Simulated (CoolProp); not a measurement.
A single-stage vapour-compression cycle with hydrogen chloride: evaporating at 247.15 K (dew point), condensing at 316.15 K (bubble point), superheat 8 K, subcooling 5 K, compressor efficiency 0.6, no pressure losses. Each further row changes one setting.

The numbers come from the reference Helmholtz-energy equation of state, Thol 2018 in CoolProp.

```
case                              cooling COP  pressure ratio  discharge temperature (K)  refrigerating effect (kJ/kg)  volumetric capacity (kJ/m³)
--------------------------------  -----------  --------------  -------------------------  ----------------------------  ---------------------------
as stated                                 [?]            5.69                      495.7                           237                         5780
evaporating temperature 252.15 K         1.42            4.87                      474.8                           238                         6750
condensing temperature 311.15 K          1.45             [?]                        [?]                           [?]                         6110
subcooling 10 K                          1.35            5.69                      495.7                           252                         6150
superheat 18 K                           1.25            5.69                      521.1                           248                         5700
compressor efficiency 0.5                1.06            5.69                        [?]                           237                         5780
```

Task: Fill in the missing entries.

Result: 
- as stated, cooling COP: 1.27
- condensing temperature 311.15 K, pressure ratio: 5.12
- condensing temperature 311.15 K, discharge temperature (K): 477.0
- condensing temperature 311.15 K, refrigerating effect (kJ/kg): 250
- compressor efficiency 0.5, discharge temperature (K): 536.6
